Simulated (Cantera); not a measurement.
Standard-state values (1 bar) from the NASA 1993 polynomials, evaluated with Cantera. Values are per mole of reaction as written; species without (g) are pure solids or liquids, kept so even where they would boil at 1 bar.

Problem. Between 300 and 700 K, where is each reaction favourable under standard conditions?
- V + O2(g) ⇌ VO2(g)
- 1.333 Cr + O2(g) ⇌ 0.6667 Cr2O3
- 0.8 V + O2(g) ⇌ 0.4 V2O5

Solution. 
- V + O2(g) ⇌ VO2(g): ΔG° is -242 kJ at 300 K and -253 kJ at 700 K; it stays negative (K > 1). ΔH° is -236 kJ and ΔS° 24 J/K at 700 K.
- 1.333 Cr + O2(g) ⇌ 0.6667 Cr2O3: ΔG° is -702 kJ at 300 K and -631 kJ at 700 K; it stays negative (K > 1). ΔH° is -752 kJ and ΔS° -173 J/K at 700 K.
- 0.8 V + O2(g) ⇌ 0.4 V2O5: ΔG° is -567 kJ at 300 K and -499 kJ at 700 K; it stays negative (K > 1). ΔH° is -616 kJ and ΔS° -167 J/K at 700 K.
